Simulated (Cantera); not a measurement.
# Premixed flame

A freely propagating, adiabatic, planar premixed flame of CH4 : CO : O2 : N2 = 1 : 0.12 : 2 : 9.93 (molar parts), equivalence ratio 1.0, unburnt at 423 K and 25000 Pa; mixture-averaged transport, grid criteria slope 0.08 and curve 0.16, no radiation.

Detailed kinetics in Cantera: GRI-Mech 3.0 (53 species, 325 reactions). Burning velocities carry a grid error of a few per cent, more on coarse grids.

```csv
z (mm),T (K),u (m/s),x CH4,x CO,x O2,x CH2,x CO2,x HO2
-4.93,423,0.631,0.0766,0.00919,0.153,<1e-8,2.43e-8,1.82e-8
-3.29,424,0.633,0.0764,0.00919,0.153,<1e-8,8.49e-7,3.90e-7
-2.47,428,0.640,0.0760,0.00923,0.152,<1e-8,8.70e-6,2.73e-6
-1.64,469,0.705,0.0735,0.00997,0.150,<1e-8,0.000177,2.72e-5
-0.822,811,1.24,0.0544,0.0191,0.125,1.79e-7,0.00365,5.26e-5
-0.411,1185,1.82,0.0308,0.0328,0.0915,5.25e-6,0.0105,7.56e-5
0,1537,2.38,0.00758,0.0466,0.0510,2.88e-5,0.0223,6.15e-5
0.411,1673,2.59,0.000568,0.0442,0.0275,6.35e-6,0.0356,7.53e-6
0.822,1706,2.63,2.19e-5,0.0361,0.0195,2.90e-7,0.0456,2.19e-6
1.64,1737,2.66,3.13e-8,0.0275,0.0154,<1e-8,0.0554,1.60e-6
3.29,1775,2.71,<1e-8,0.0233,0.0134,<1e-8,0.0602,1.33e-6
6.58,1825,2.78,<1e-8,0.0218,0.0118,<1e-8,0.0620,1.07e-6
13.2,1883,2.85,<1e-8,0.0199,0.00970,<1e-8,0.0642,7.90e-7
```
x: mole fraction of selected species; z is measured from the peak of heat release.

laminar burning velocity: 63.1 cm/s
thermal thickness: 1.64 mm
peak x(CH2): 2.88e-5
peak x(HO2): 8.80e-5
grid points: 152
